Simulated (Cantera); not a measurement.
## Hydrocarbon pyrolysis for carbon deposition

An isothermal, constant-pressure homogeneous reactor starts with C₃H₈ : H₂ = 1 : 10 (molar parts), at 1498 K and 0.00207 atm.

Model: GRI-Mech 3.0 (53 species, 325 reactions), integrated in Cantera. GRI-Mech 3.0 was tuned for natural gas; its chemistry of propane as a main component is partial and can be far from experiment. GRI-Mech 3.0 stops at C3 and has no aromatics, soot or wall deposition, so with more carbon than oxygen in the feed, carbon stays in small species such as C2H2 where larger ones or solid carbon would form. Radical loss at walls, strong at low pressure, is not modelled.

```
t (s)       x C₃H₈   x H₂     x CH₃    x C₂H₄     x CH₂    x C₂H₂     x C₂H
--------  --------  -----  --------  --------  --------  --------  --------
2.00e-6     0.0909  0.909   1.39e-5   5.06e-8    <1e-12    <1e-12    <1e-12
5.52e-6     0.0909  0.909   3.82e-5   3.85e-7    <1e-12    <1e-12    <1e-12
1.53e-5     0.0908  0.909  0.000105   2.98e-6  1.57e-11  4.87e-12    <1e-12
4.21e-5     0.0906  0.909  0.000286   2.50e-5  3.83e-10  1.16e-10    <1e-12
0.000116    0.0899  0.908  0.000828  0.000236   9.87e-9   4.81e-9    <1e-12
0.000321    0.0871  0.906   0.00284   0.00190   2.47e-7   4.13e-7    <1e-12
0.000887    0.0754  0.895   0.00910    0.0108   3.10e-6   2.70e-5  4.62e-11
0.00245     0.0317  0.854    0.0177    0.0460   9.48e-6   0.00132   7.53e-9
0.00676   0.000311  0.828   0.00750    0.0561   5.67e-6    0.0187   1.32e-7
0.0187     5.32e-7  0.832   0.00243    0.0398   1.30e-6    0.0353   8.76e-8
0.0516     1.01e-8  0.835  0.000993    0.0280   3.16e-7    0.0468   4.82e-8
0.142      1.65e-9  0.837  0.000470    0.0181   8.54e-8    0.0563   2.78e-8
0.393     3.90e-10  0.839  0.000274   0.00926   3.15e-8    0.0646   1.88e-8
1.09      2.63e-10  0.840  0.000249   0.00237   2.65e-8    0.0712   1.90e-8
3.00      6.20e-10  0.842  0.000352  0.000308   5.26e-8    0.0741   2.90e-8
```
x: mole fraction; the columns are a selection and need not sum to one.

Equilibrium at this temperature and pressure: C₃H₈ <1e-12, H₂ 0.892, CH₃ 4.05e-6, C₂H₄ 5.76e-5, CH₂ 1.34e-9, C₂H₂ 0.107, C₂H 7.94e-8 (gas phase only).
